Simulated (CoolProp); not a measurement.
Vapour-liquid equilibrium of R124 (1) + R142b (2) at -10.05 °C; x and y are mole fractions of (1).

Values from CoolProp's multi-fluid Helmholtz-energy mixture model, de Vries 1995 and Lemmon 2006; pair parameters Bell 2016.

```json
[
 {"x": "0.05", "bubble pressure, mixture model (bar)": "0.9794", "bubble pressure, Raoult's law (bar)": "0.9818", "y, mixture model": "0.053", "y, Raoult's law": "0.056"},
 {"x": "0.15", "bubble pressure, mixture model (bar)": "0.9866", "bubble pressure, Raoult's law (bar)": "0.9939", "y, mixture model": "0.159", "y, Raoult's law": "0.166"},
 {"x": "0.25", "bubble pressure, mixture model (bar)": "0.9937", "bubble pressure, Raoult's law (bar)": "1.006", "y, mixture model": "0.263", "y, Raoult's law": "0.273"},
 {"x": "0.35", "bubble pressure, mixture model (bar)": "1.001", "bubble pressure, Raoult's law (bar)": "1.018", "y, mixture model": "0.367", "y, Raoult's law": "0.377"},
 {"x": "0.45", "bubble pressure, mixture model (bar)": "1.010", "bubble pressure, Raoult's law (bar)": "1.030", "y, mixture model": "0.471", "y, Raoult's law": "0.479"},
 {"x": "0.55", "bubble pressure, mixture model (bar)": "1.020", "bubble pressure, Raoult's law (bar)": "1.042", "y, mixture model": "0.575", "y, Raoult's law": "0.579"},
 {"x": "0.65", "bubble pressure, mixture model (bar)": "1.033", "bubble pressure, Raoult's law (bar)": "1.055", "y, mixture model": "0.677", "y, Raoult's law": "0.676"},
 {"x": "0.75", "bubble pressure, mixture model (bar)": "1.047", "bubble pressure, Raoult's law (bar)": "1.067", "y, mixture model": "0.776", "y, Raoult's law": "0.771"},
 {"x": "0.85", "bubble pressure, mixture model (bar)": "1.065", "bubble pressure, Raoult's law (bar)": "1.079", "y, mixture model": "0.871", "y, Raoult's law": "0.864"},
 {"x": "0.95", "bubble pressure, mixture model (bar)": "1.086", "bubble pressure, Raoult's law (bar)": "1.091", "y, mixture model": "0.959", "y, Raoult's law": "0.955"}
]
```

The largest gap from Raoult's law is -2.1 % in bubble pressure, at x = 0.55. No azeotrope shows between x = 0.05 and 0.95.

The pair parameters rest on a limited set of measurements; away from them the model extrapolates.
